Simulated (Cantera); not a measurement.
A counterflow diffusion flame at 1.60 bar, nozzles 20 mm apart: fuel side 100 % CH4 at 400 K, oxidiser side 24.0 % O2, 76.0 % N2 at 575 K, fuel mass flux 0.93 times the oxidiser's; mixture-averaged transport, no radiation.

Computed with Cantera and GRI-Mech 3.0 (53 species, 325 reactions). GRI-Mech 3.0 has no aromatics or soot, which form on the fuel side of real flames. The maximum strain rate includes the flame's own expansion and is several times the mean.

x: mole fraction; the columns are a selection and need not sum to one.

| oxidiser flux (kg/m²/s) | max strain (1/s) | mean strain (1/s) | T max (K) | peak x OH | peak x H | peak x NO | peak x CO | peak x C2H2 |
|---|---|---|---|---|---|---|---|---|
| 0.4 | … | 44.7 | 2325 | 0.0112 | 0.00446 | 0.000503 | 0.0742 | 0.0194 |
| 0.53 | … | 59.3 | 2306 | 0.0113 | 0.00464 | 0.000463 | 0.0726 | 0.0187 |
| 0.71 | … | 79.4 | 2292 | 0.0114 | 0.00485 | 0.000430 | 0.0712 | 0.0180 |
| 0.94 | … | 105 | 2281 | 0.0115 | 0.00508 | 0.000402 | 0.0701 | 0.0173 |
| 1.3 | … | 145 | 2267 | 0.0115 | 0.00531 | 0.000368 | 0.0689 | 0.0164 |
| 1.7 | … | 190 | 2256 | 0.0115 | 0.00550 | 0.000339 | 0.0680 | 0.0157 |
| 2.2 | … | 246 | 2243 | 0.0114 | 0.00564 | 0.000307 | 0.0672 | 0.0149 |
| 2.9 | … | 324 | 2228 | 0.0113 | 0.00578 | 0.000272 | 0.0664 | 0.0141 |

**Question.** What belongs in the gaps?

**Answer.** 
- 0.4, max strain (1/s): 229
- 0.53, max strain (1/s): 293
- 0.71, max strain (1/s): 381
- 0.94, max strain (1/s): 491
- 1.3, max strain (1/s): 659
- 1.7, max strain (1/s): 840
- 2.2, max strain (1/s): 1060
- 2.9, max strain (1/s): 1370
